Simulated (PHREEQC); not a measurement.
Make-up at 20 °C: 0.0037 mol TMAH and 0.0013 mol CO2 per kg of water. Closed to the air; pH follows from the charge balance.

Computed with PHREEQC (ion-association model, phreeqc.dat).

```
quantity           before    after
---------------  --------  -------
pH                  11.22    11.76
CO3-2 (mol/kgw)   0.00117  0.00124
HCO3- (mol/kgw)  0.000133  6.19e-5
```

Problem. Name the change that produced these shifts.
(A) TMAH from 0.0037 to 0.037 mol/kgw
(B) temperature from 20 to 25 °C
(C) TMAH from 0.0037 to 0.0074 mol/kgw
(D) TMAH from 0.0037 to 0.00037 mol/kgw
(E) temperature from 20 to 5 °C

Solution. E, temperature from 20 to 5 °C

No solid was allowed to form. (CH3)4N+ isn't in the database: it is added as a free cation with an ion size of 4 Å. Constants without temperature data keep their 25 °C values here.
